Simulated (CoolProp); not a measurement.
Aqueous ammonia as a coolant, 16 % by mass, freezing at -25.6 °C, 1 atm.

Model: Melinder's fits for secondary coolants, in CoolProp.

| T (°C) | viscosity (mPa s) | Prandtl number | cp (kJ/(kg K)) | density (kg/m³) |
|---|---|---|---|---|
| -19.9 | 4.67 | 46.4 | 4.261 | 948.1 |
| -14 | 3.59 | 34.7 | 4.249 | … |
| -8.1 | 2.85 | 26.9 | 4.239 | … |
| -2.2 | … | 21.4 | 4.229 | 944.0 |
| 3.7 | 1.93 | 17.3 | 4.221 | 942.2 |
| 9.6 | 1.63 | 14.3 | 4.213 | 940.2 |
| 15.4 | 1.39 | 11.9 | 4.207 | 938.0 |
| 21.3 | 1.18 | … | … | 935.6 |
| 27.2 | 1.01 | 8.30 | 4.198 | 933.0 |

Some entries are withheld; supply them.


- -14, density (kg/m³): 947.0
- -8.1, density (kg/m³): 945.6
- -2.2, viscosity (mPa s): 2.32
- 21.3, Prandtl number: 9.96
- 21.3, cp (kJ/(kg K)): 4.202
